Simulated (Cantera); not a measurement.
An adiabatic, constant-pressure homogeneous reactor starts with CO : H2 : O2 : N2 = 1 : 0.037 : 1.52 : 16.8 (molar parts), at 1198 K and 12.8 atm.

Model: GRI-Mech 3.0 (53 species, 325 reactions), integrated in Cantera. The hydrogen kinetics of GRI-Mech 3.0 are dated; newer H2 mechanisms differ, most at raised pressure. The pressure lies above the range GRI-Mech 3.0 was tuned for (to about 10 atm).

Question: Predict: time of steepest temperature rise; temperature at 0.700 s; equilibrium temperature; x(CO) at 0.700 s; x(H2) at 0.700 s; x(O2) at 0.700 s; x(HO2) at 0.700 s; x(NO) at 0.700 s; x(H) at 0.700 s.

Answer: 
```json
{
 "time_of_steepest_temperature_rise": "2.19 ms",
 "temperature at 0.700 s": "1629 K",
 "equilibrium_temperature": "1626 K",
 "x(CO) at 0.700 s": "1.86e-6 (gas-phase equilibrium 1.80e-6)",
 "x(H2) at 0.700 s": "2.19e-8 (gas-phase equilibrium 2.14e-8)",
 "x(O2) at 0.700 s": "0.0532 (gas-phase equilibrium 0.0526)",
 "x(HO2) at 0.700 s": "4.29e-8 (gas-phase equilibrium 4.18e-8)",
 "x(NO) at 0.700 s": "1.30e-5 (gas-phase equilibrium 0.00115)",
 "x(H) at 0.700 s": "3.03e-9 (gas-phase equilibrium 2.91e-9)"
}
```
